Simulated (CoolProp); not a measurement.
Vapour pressure (kPa) of R124: the reference equation beside estimates from Tc = 395.4 K, pc = 3624 kPa, ω = 0.288. Clausius-Clapeyron is anchored at 327.3 K with a constant enthalpy of vaporisation of 17.41 kJ/mol.

Model: reference Helmholtz-energy equation of state, de Vries 1995, in CoolProp.

```csv
T (K),reference,Clausius-Clapeyron,van der Waals,Redlich-Kwong,Soave-Redlich-Kwong,Peng-Robinson
289.9,294.2,377.9,916.1,462.7,294.9,292.6
299.2,395.2,473.0,1068,591.5,397.1,393.1
308.6,522.1,585.4,1238,745.4,525.7,519.5
317.9,675.5,713.9,1421,923.0,681.7,672.8
327.3,862.6,862.6,1623,1130,872.1,860.3
336.6,1083,1029,1840,1364,1097,1082
346,1346,1219,2077,1632,1365,1348
355.3,1651,1428,2329,1930,1675,1655
364.6,2005,1660,2598,2261,2033,2013
374,2419,1917,2889,2633,2449,2431
```

Absolute difference from the reference over all 10 rows, mean and median: Clausius-Clapeyron 13.2 and 12.8 %, van der Waals 93.2 and 79.0 %, Redlich-Kwong 30.3 and 28.5 %, Soave-Redlich-Kwong 1.0 and 1.2 %, Peng-Robinson 0.4 and 0.4 %.
